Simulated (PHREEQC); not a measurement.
PHREEQC input (ion-association model, wateq4f.dat):

```
SOLUTION_MASTER_SPECIES
  An  An-  0  An  62.0  # stands for a non-complexing anion
SOLUTION_SPECIES
  An- = An-
    -log_k 0
    -gamma 3.0 0
PHASES
  Fix_H+
    H+ = H+
    -log_k 0
SOLUTION 1
  temp 25
  units mmol/kgw
  pH 7 charge
  Cl 1.0668
  Mn(2) 0.53
  Ni 0.0034
  Na 5
  An 5
END
SELECTED_OUTPUT 1
  -reset false
  -pH true
  -pe true
  -ionic_strength true
  -water true
  -totals Cl Mn Na Ni Mn(2) Mn(3) Mn(6) Mn(7)
  -molalities Hfo_wOH Hfo_wOH2+ Hfo_wO- Hfo_sOH Hfo_sOH2+ Hfo_sO- Hfo_sOMn+ Hfo_wOMn+ Hfo_sONi+ Hfo_wONi+
  -saturation_indices Pyrochroite Ni(OH)2 Halite
USER_PUNCH 1
  -headings sigma psi
  10 PUNCH EDL("sigma", "Hfo"), EDL("psi", "Hfo")
PRINT
  -reset false
USE solution 1
SURFACE 1
  Hfo_wOH 0.000314607 600 0.14
  Hfo_sOH 7.86517e-06
EQUILIBRIUM_PHASES 1
  Fix_H+ -4 HAn 10
    -force_equality true
END
# ... the last block is repeated for the other 16 points of pH, with NaOH or the acid as the point needs
```

Selected output (columns that matter, 10 of 17 rows; pH added in front):

```
pH	mu	Mn	Na	Ni	m_Hfo_wOH	m_Hfo_wOH2+	m_Hfo_wO-	m_Hfo_sOH	m_Hfo_sOH2+	si_Pyrochroite	si_Ni(OH)2	si_Halite	sigma	psi
4	0.0067903	0.00053	0.005	3.3999e-06	0.0001427	0.00016915	2.7577e-06	3.5659e-06	4.227e-06	-10.622	-8.4207	-6.9313	0.19592	0.19025
4.75	0.0066679	0.00052993	0.005	3.3974e-06	0.00019698	0.00010951	8.1174e-06	4.8814e-06	2.7136e-06	-9.1208	-6.9198	-6.9307	0.11944	0.16534
5.5	0.0066254	0.00052878	0.005	3.354e-06	0.00022649	7.168e-05	1.6394e-05	4.7873e-06	1.5151e-06	-7.6213	-5.4249	-6.9305	0.066303	0.13545
5.88	0.0066076	0.00052629	0.005	3.2612e-06	0.00023427	5.8699e-05	2.1419e-05	3.1545e-06	7.9039e-07	-6.8632	-4.677	-6.9304	0.047825	0.11897
6.62	0.0065746	0.00051852	0.0050029	2.9261e-06	0.00023762	4.0681e-05	3.1797e-05	3.1903e-07	5.4617e-08	-5.3894	-3.2439	-6.93	0.023951	0.084977
7.38	0.006535	0.00047566	0.0051003	1.6509e-06	0.00019326	1.4638e-05	5.8454e-05	2.5253e-08	1.9127e-09	-3.9067	-1.973	-6.9213	0.014087	0.060971
8.12	0.0064687	0.00040863	0.0052394	8.9039e-07	8.2843e-05	1.3748e-06	0.00011436	4.4931e-09	7.4563e-11	-2.493	-0.7659	-6.9092	0.012505	0.0562
8.5	0.0064482	0.00038739	0.0052857	7.668e-07	4.2033e-05	3.0007e-07	0.00013488	1.9241e-09	1.3736e-11	-1.7576	-0.0814	-6.9053	0.012241	0.055392
9.25	0.006437	0.00037049	0.0053463	8.4153e-07	8.7208e-06	1.1487e-08	0.00015167	3.5537e-10	4.6811e-13	-0.2893	1.3247	-6.9002	0.011947	0.054444
10	0.0064741	0.00036585	0.005495	2.2291e-06	1.7274e-06	4.3982e-10	0.00015542	6.8689e-11	1.7489e-14	1.1406	2.4024	-6.8884	0.011356	0.052301
```

Along this series the solution becomes supersaturated in solids that the run did not let form, among them Pyrochroite, Ni(OH)2.
